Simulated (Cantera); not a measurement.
H₂S + O₂ (abatement and gas-phase synthesis)

Charge: 1 mol H₂S, 0.077 mol O₂, at 773 K and 1500 Torr.

Method: chemical equilibrium by Gibbs-energy minimisation in Cantera with the NASA 1993 tables (ideal gas, pure condensed phases). Candidate condensed phases: H₂O, H₂SO₄, S; 19 gas species. Gases not in the tables: S₃ to S₇. The numbers say what is thermodynamically allowed, not how fast it happens.

```
Item                                     Value
-----------------------------------  ---------
x(H₂S)                                   0.811
x(H₂O)                                   0.147
x(S₂)                                   0.0299
x(S₈)                                   0.0110
x(H₂)                                  0.00104
x(SO₂)                                0.000209
x(S₂O)                                 8.26e-5
gas amount                           1.043 mol
log10 activity of S(l) (absent)          -0.16
log10 activity of H₂SO₄(l) (absent)     -15.75
```
